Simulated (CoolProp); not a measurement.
Vapour-liquid equilibrium of toluene (1) + ethylbenzene (2) at 142.25 °C; x and y are mole fractions of (1).

Values from CoolProp's multi-fluid Helmholtz-energy mixture model, Lemmon 2006 and Zhou 2012; pair parameters Bell 2016.

```tsv
x	bubble pressure (MPa)	y at the bubble point	dew pressure at overall composition x (MPa)	liquid density (mol/L)
0.05	0.1246	0.090	0.1220	7.149
0.125	0.1328	0.210	0.1269	7.216
0.2	0.1407	0.314	0.1321	7.286
0.275	0.1485	0.408	0.1376	(withheld)
0.35	0.1562	0.493	0.1435	7.428
0.425	0.1641	(withheld)	0.1499	7.501
0.5	0.1720	0.644	0.1569	7.576
0.575	0.1802	0.711	0.1644	7.651
0.65	0.1885	(withheld)	0.1728	7.728
0.725	0.1970	0.830	0.1820	7.805
0.8	0.2058	(withheld)	0.1925	7.882
0.875	0.2148	0.930	0.2045	7.961
0.95	0.2240	0.974	0.2188	8.039
```

Task: What belongs in the gaps?

Result: 
- 0.275, liquid density (mol/L): 7.356
- 0.425, y at the bubble point: 0.571
- 0.65, y at the bubble point: 0.773
- 0.8, y at the bubble point: 0.882

No azeotrope shows between x = 0.05 and 0.95.

Pair parameters are fitted to limited data, so mixtures are less certain than the pure fluids.
